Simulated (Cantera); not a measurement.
A perfectly stirred reactor is fed with CH₄ : N₂ = 1 : 110 (molar parts), at 100.0 Torr; it is held at 1650 K, and followed from long to short residence time.

Model: GRI-Mech 3.0 (53 species, 325 reactions), integrated in Cantera. GRI-Mech 3.0 stops at C3 and has no aromatics, soot or wall deposition, so with more carbon than oxygen in the feed, carbon stays in small species such as C2H2 where larger ones or solid carbon would form.

**Question.** Predict: x(CH₄) at τ = 1.10 s; x(H₂) at τ = 1.10 s; x(CH₃) at τ = 1.10 s; x(C₂H₆) at τ = 1.10 s; x(CH₂) at τ = 1.10 s; x(CH₄) at τ = 41.0 ms; x(H₂) at τ = 41.0 ms; x(CH₃) at τ = 41.0 ms; x(C₂H₆) at τ = 41.0 ms; x(CH₂) at τ = 41.0 ms.

**Answer.** 
```
Item                       Value
----------------------  --------
x(CH₄) at τ = 1.10 s     0.00201
x(H₂) at τ = 1.10 s       0.0103
x(CH₃) at τ = 1.10 s     6.86e-5
x(C₂H₆) at τ = 1.10 s    9.19e-7
x(CH₂) at τ = 1.10 s     1.03e-7
x(CH₄) at τ = 41.0 ms    0.00725
x(H₂) at τ = 41.0 ms     0.00219
x(CH₃) at τ = 41.0 ms   0.000178
x(C₂H₆) at τ = 41.0 ms   6.68e-6
x(CH₂) at τ = 41.0 ms    1.58e-7
```
